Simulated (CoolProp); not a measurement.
Computed with CoolProp (reference Helmholtz-energy equation of state, Thol 2021).

Question: Give the vapour pressure (MPa), liquid density (kg/m³), vapour density (kg/m³), enthalpy of vaporisation (kJ/kg) of saturated chlorine at -26.55, -5.75, 4.65 °C.

Answer: 
| T (°C) | p (MPa) | liquid density (kg/m³) | vapour density (kg/m³) | enthalpy of vaporisation (kJ/kg) |
|---|---|---|---|---|
| -26.55 | 0.139 | 1540 | 4.97 | 283 |
| -5.75 | 0.303 | 1480 | 10.3 | 270 |
| 4.65 | 0.428 | 1450 | 14.1 | 263 |
